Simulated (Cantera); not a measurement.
Input: 1 mol PbCl₂, 4.5 mol H₂, 6.4 mol N₂, at 1400 K and 0.710 Pa.

These are equilibrium values from Cantera (NASA tables, ideal gas, pure condensed phases), not measurements of a reactor. Candidate condensed phases: NH₄Cl, Pb, PbCl₂; 17 gas species. Rates play no part.

Base state: N₂ 0.496, H₂ 0.272, HCl 0.153, Pb 0.0761, PbCl 0.00142, H 0.000952, Cl 0.000442 (mole fractions); condensed: gas only.

What changes in the equilibrium state with this change: pressure from 0.710 Pa to 133 Pa?


```json
[
 {"species": "N₂", "before": "0.496", "after": "0.500"},
 {"species": "H₂", "before": "0.272", "after": "0.281"},
 {"species": "HCl", "before": "0.153", "after": "0.141"},
 {"species": "PbCl", "before": "0.00142", "after": "0.0146"},
 {"species": "Pb", "before": "0.0761", "after": "0.0631"},
 {"species": "PbCl₂", "before": "3.20e-6", "after": "0.000407"},
 {"species": "Cl", "before": "0.000442", "after": "2.91e-5"},
 {"species": "H", "before": "0.000952", "after": "7.06e-5"}
]
```

What changes in the equilibrium state with this change: temperature from 1400 K to 2048 K?


| species | before | after |
|---|---|---|
| N₂ | 0.496 | 0.404 |
| H | 0.000952 | 0.288 |
| H₂ | 0.272 | 0.118 |
| HCl | 0.153 | 0.0449 |
| Cl | 0.000442 | 0.0814 |
| Pb | 0.0761 | 0.0631 |
| PbCl | 0.00142 | 4.88e-5 |

What changes in the equilibrium state with this change: pressure from 0.710 Pa to 0.180 Pa?


```csv
species,before,after
N₂,0.496,0.496
H₂,0.272,0.271
HCl,0.153,0.153
H,0.000952,0.00189
PbCl,0.00142,0.000724
Pb,0.0761,0.0767
Cl,0.000442,0.000879
```
